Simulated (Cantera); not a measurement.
Cantera run, input and output.

```python
import numpy as np
import cantera as ct

gas = ct.Solution("gri30.yaml")
gas.TPX = 1475, 120000, {'CH3OH': 0.017, 'O2': 0.029, 'N2': 1}
inlet = ct.Reservoir(gas, clone=True)

reactor = ct.IdealGasConstPressureReactor(gas, energy="off", clone=False)
exhaust = ct.Reservoir(gas, clone=True)
tau = [6.5, 2.3, 0.86, 0.31, 0.11, 0.041, 0.015, 0.0055, 0.002, 0.00073, 0.00027][0]
for a, b in ((inlet, reactor), (reactor, exhaust)):
    ct.MassFlowController(a, b, mdot=lambda t: reactor.mass / tau)
net = ct.ReactorNet([reactor])
show = ['CH3OH', 'O2', 'H2O2', 'O', 'H2O']

rows = []
print(f"{'tau/s':>10s}{'T/K':>9s}" + "".join(f"{s:>11s}" for s in show))
for tau in [6.5, 2.3, 0.86, 0.31, 0.11, 0.041, 0.015, 0.0055, 0.002, 0.00073, 0.00027]:
    net.initial_time = 0.0
    net.advance(30 * tau)
    before = gas.X
    net.advance(40 * tau)
    drift = np.max(np.abs(gas.X - before) / (gas.X + 1e-9))
    rows.append([gas.T, *gas[show].X, drift])
    print(f"{tau:10.3e}{gas.T:9.1f}" + "".join(f"{x:11.3e}" for x in gas[show].X))
```

Output:

```
     tau/s      T/K      CH3OH         O2       H2O2          O        H2O
 6.500e+00   1475.0  2.585e-07  3.332e-03  9.899e-09  5.271e-06  3.218e-02
 2.300e+00   1475.0  4.988e-07  3.355e-03  1.717e-08  1.008e-05  3.214e-02
 8.600e-01   1475.0  9.001e-07  3.401e-03  2.828e-08  1.869e-05  3.207e-02
 3.100e-01   1475.0  1.594e-06  3.492e-03  4.597e-08  3.533e-05  3.195e-02
 1.100e-01   1475.0  2.725e-06  3.663e-03  7.220e-08  6.656e-05  3.174e-02
 4.100e-02   1475.0  4.420e-06  3.939e-03  1.056e-07  1.186e-04  3.143e-02
 1.500e-02   1475.0  7.261e-06  4.384e-03  1.467e-07  2.049e-04  3.094e-02
 5.500e-03   1475.0  1.248e-05  5.056e-03  1.904e-07  3.305e-04  3.028e-02
 2.000e-03   1475.0  2.378e-05  6.068e-03  2.306e-07  4.824e-04  2.946e-02
 7.300e-04   1475.0  5.361e-05  7.639e-03  2.586e-07  5.878e-04  2.849e-02
 2.700e-04   1475.0  1.701e-04  1.043e-02  2.877e-07  4.630e-04  2.680e-02
```

Detailed kinetics in Cantera: GRI-Mech 3.0 (53 species, 325 reactions). GRI-Mech 3.0 was tuned for natural gas; its chemistry of methanol as a main component is partial and can be far from experiment. The temperature is held fixed by assumption; the heat of reaction is taken as removed at once.
